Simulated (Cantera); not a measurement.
A Cantera script and what it prints.

```python
import numpy as np
import cantera as ct

gas_names = """
    H HO2 H2 H2O H2O2 H2S H2SO4 O OH O2 O3 S SH SO SO2 SO3 S2 S2O S8
""".split()
cond_names = """
    H2O(s) H2O(L) H2SO4(L) S(cr1) S(cr2) S(L)
""".split()


def load(file, names, dense=False):
    # The tables refer to 1 bar. Condensed volumes are neglected.
    table = {s.name: s for s in ct.Species.list_from_file(file)}
    out = []
    for n in names:
        d = dict(table[n].input_data)
        d["thermo"] = dict(d["thermo"], **{"reference-pressure": 1e5})
        if dense:
            d["equation-of-state"] = {"model": "constant-volume", "density": "1e6 g/cm^3"}
        out.append(ct.Species.from_dict(d))
    return out


gas = ct.Solution(thermo="ideal-gas", species=load("nasa_gas.yaml", gas_names))
cond = {s.name: ct.Solution(thermo="fixed-stoichiometry", species=[s], name=s.name)
        for s in load("nasa_condensed.yaml", cond_names, dense=True)}
atoms = {
    'SO2': {'S': 1, 'O': 2},
    'H2': {'H': 2},
}
top_T = {}  # K; cautious upper limits of use, not melting points


def equilibrate(T, P, feed):
    n = {}
    for name, mol in feed.items():
        for a, k in atoms[name].items():
            n[a] = n.get(a, 0.0) + k * mol
    gas.TPX = T, P, n
    mass = sum(n.values()) * gas.mean_molecular_weight
    gas.equilibrate("TP")
    valid = [c for c in cond.values() if c.min_temp <= T <= top_T.get(c.name, c.max_temp)]
    mix = ct.Mixture([(gas, mass / gas.mean_molecular_weight)] + [(c, 0.0) for c in valid])
    mix.T, mix.P = T, P
    mix.equilibrate("TP", solver="vcs", rtol=1e-11, max_steps=5000)
    return mix


results = []
feed = {'SO2': 1, 'H2': 0.33}  # mol
P = 24  # Pa
for T in [2148, 2248, 2348, 2448, 2548, 2648, 2748, 2848, 2948, 3048, 3148]:
    mix = equilibrate(T, P, feed)
    results.append((T, P, feed, dict(zip(mix.species_names, mix.species_moles))))
    x = sorted(zip(gas.X, gas.species_names), reverse=True)
    print(f"T = {T:g} K  P = {P:g} Pa  gas = {mix.phase_moles(0):.4g} mol")
    print("   x: " + "  ".join(f"{s} {v:.3e}" for v, s in x if v > 0.0001))
    print("   condensed (mol): " + ("  ".join(f"{mix.phase(i).name} {mix.phase_moles(i):.4g}"
          for i in range(1, mix.n_phases) if mix.phase_moles(i) > 1e-12) or "none"))
```

Output:

```
T = 2148 K  P = 24 Pa  gas = 1.427 mol
   x: SO2 5.293e-01  SO 1.554e-01  H2O 1.290e-01  H 6.580e-02  H2 5.983e-02  OH 1.827e-02  O 1.417e-02  S 1.383e-02  O2 1.296e-02  S2 7.462e-04  SH 6.484e-04
   condensed (mol): none
T = 2248 K  P = 24 Pa  gas = 1.546 mol
   x: SO2 4.449e-01  SO 1.794e-01  H 1.082e-01  H2O 9.255e-02  H2 5.207e-02  O 4.131e-02  O2 3.082e-02  OH 2.881e-02  S 2.068e-02  SH 6.310e-04  S2 5.626e-04
   condensed (mol): none
T = 2348 K  P = 24 Pa  gas = 1.751 mol
   x: SO2 3.279e-01  SO 2.062e-01  H 1.593e-01  O 9.425e-02  H2O 5.100e-02  O2 5.001e-02  H2 3.996e-02  S 3.513e-02  OH 3.496e-02  SH 6.754e-04  S2 6.008e-04
   condensed (mol): none
T = 2448 K  P = 24 Pa  gas = 2.049 mol
   x: SO 2.204e-01  SO2 2.039e-01  H 2.005e-01  O 1.760e-01  S 6.146e-02  O2 5.974e-02  OH 3.218e-02  H2 2.434e-02  H2O 2.004e-02  S2 7.376e-04  SH 6.810e-04
   condensed (mol): none
T = 2548 K  P = 24 Pa  gas = 2.418 mol
   x: O 2.770e-01  H 2.150e-01  SO 2.063e-01  SO2 1.026e-01  S 1.024e-01  O2 5.512e-02  OH 2.289e-02  H2 1.160e-02  H2O 5.646e-03  S2 8.813e-04  SH 5.919e-04
   condensed (mol): none
T = 2648 K  P = 24 Pa  gas = 2.806 mol
   x: O 3.753e-01  H 2.089e-01  SO 1.611e-01  S 1.529e-01  O2 4.059e-02  SO2 4.015e-02  OH 1.355e-02  H2 4.845e-03  H2O 1.292e-03  S2 9.021e-04  SH 4.409e-04
   condensed (mol): none
T = 2748 K  P = 24 Pa  gas = 3.141 mol
   x: O 4.499e-01  S 1.998e-01  H 1.979e-01  SO 1.043e-01  O2 2.500e-02  SO2 1.240e-02  OH 7.318e-03  H2 2.037e-03  S2 7.482e-04  SH 2.938e-04  H2O 2.811e-04
   condensed (mol): none
T = 2848 K  P = 24 Pa  gas = 3.374 mol
   x: O 4.958e-01  S 2.330e-01  H 1.896e-01  SO 5.894e-02  O2 1.380e-02  OH 3.872e-03  SO2 3.275e-03  H2 9.246e-04  S2 5.194e-04  SH 1.845e-04
   condensed (mol): none
T = 2948 K  P = 24 Pa  gas = 3.509 mol
   x: O 5.205e-01  S 2.523e-01  H 1.850e-01  SO 3.113e-02  O2 7.293e-03  OH 2.080e-03  SO2 8.164e-04  H2 4.557e-04  S2 3.253e-04  SH 1.137e-04
   condensed (mol): none
T = 3048 K  P = 24 Pa  gas = 3.581 mol
   x: O 5.331e-01  S 2.624e-01  H 1.826e-01  SO 1.620e-02  O2 3.847e-03  OH 1.150e-03  H2 2.401e-04  SO2 2.060e-04  S2 1.959e-04
   condensed (mol): none
T = 3148 K  P = 24 Pa  gas = 3.618 mol
   x: O 5.394e-01  S 2.675e-01  H 1.815e-01  SO 8.542e-03  O2 2.069e-03  OH 6.570e-04  H2 1.332e-04  S2 1.176e-04
   condensed (mol): none
```

Cantera equilibrium calculation (NASA polynomials, part measured and part estimated; ideal gas, pure solids and liquids).
